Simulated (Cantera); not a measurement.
A Cantera script and what it prints.

```python
import numpy as np
import cantera as ct

gas_names = """
    Br Br2 H HBr H2 N NH NH2 NH3 N2 N2H2 N2H4 Si SiBr SiBr2 SiBr3 SiBr4 SiH SiHBr3 SiH2 SiH2Br2 SiH3
    SiH3Br SiH4 SiN Si2 Si2N Si3
""".split()
cond_names = """
    Br2(cr) Br2(L) Si(cr) Si(L) Si3N4(a)
""".split()


# ... load() reads the species with a 1 bar reference pressure and builds the phases ...
atoms = {
    'Si': {'Si': 1},
    'HBr': {'H': 1, 'Br': 1},
    'N2': {'N': 2},
}
top_T = {'Si3N4(a)': 2400}  # K; cautious upper limits of use, not melting points


# ... equilibrate(T, P, feed) seeds the gas with the atoms and calls Mixture.equilibrate('TP', solver="gibbs", rtol=1e-10, max_steps=50000) ...
results = []
feed = {'Si': 1, 'HBr': 1.8, 'N2': 11}  # mol
T = 1450  # K
for P in [1, 4.2, 18, 75, 320, 1300, 5600, 24000, 100000]:
    mix = equilibrate(T, P, feed)
    results.append((T, P, feed, dict(zip(mix.species_names, mix.species_moles))))

top = {s: max(r[3][s] / sum(r[3][g] for g in gas_names) for r in results) for s in gas_names}
cols = sorted((s for s in top if top[s] > 1e-05), key=lambda s: -top[s])[:9]
seen = [c for c in cond_names if any(r[3].get(c, 0) > 1e-12 for r in results)]
print("log10 of partial pressures in bar; condensed amounts in mol")
print(f"{'P/Pa':>10s}" + "".join(f"{s[:9]:>10s}" for s in cols + seen))
for T, P, feed, n in results:
    ng = sum(n[g] for g in gas_names)
    print(f"{P:10.4g}" + "".join(f"{np.log10(max(n[s] / ng * P / 1e5, 1e-99)):10.3f}" for s in cols)
          + "".join(f"{n.get(c, 0):10.4g}" for c in seen))
```

It prints:

```
log10 of partial pressures in bar; condensed amounts in mol
      P/Pa        N2       HBr        H2        Br     SiBr2     SiBr4     SiBr3         H      SiBr    Si(cr)  Si3N4(a)
         1    -5.076    -6.556    -6.264    -6.362    -6.484   -12.266   -10.052    -8.156    -8.248    0.5588         0
       4.2    -4.451    -5.805    -5.658    -5.914    -5.798   -10.684    -8.918    -7.853    -8.011         0    0.1725
        18    -3.817    -5.018    -5.092    -5.409    -5.213    -9.090    -7.828    -7.570    -7.929         0    0.1901
        75    -3.197    -4.274    -4.560    -4.931    -4.670    -7.590    -6.807    -7.304    -7.864         0    0.2137
       320    -2.566    -3.547    -4.042    -4.464    -4.155    -6.141    -5.825    -7.045    -7.818         0    0.2402
      1300    -1.956    -2.875    -3.546    -4.039    -3.713    -4.849    -4.958    -6.797    -7.800         0    0.2643
      5600    -1.320    -2.208    -2.989    -3.650    -3.359    -3.718    -4.215    -6.519    -7.835         0    0.2831
   2.4e+04    -0.687    -1.569    -2.367    -3.323    -3.126    -2.830    -3.655    -6.208    -7.929         0    0.2918
     1e+05    -0.066    -0.957    -1.721    -3.033    -2.961    -2.086    -3.200    -5.885    -8.054         0    0.2929
```

Equilibrium computed with Cantera from the NASA thermochemical tables; the gas is ideal and each condensed phase is pure. N2 is the only nitrogen source here; it is nearly inert below about 1500 K, so the nitride shown seldom forms there in practice. The tables' values for SiBr3, SiBr are old estimates; treat these amounts as uncertain.
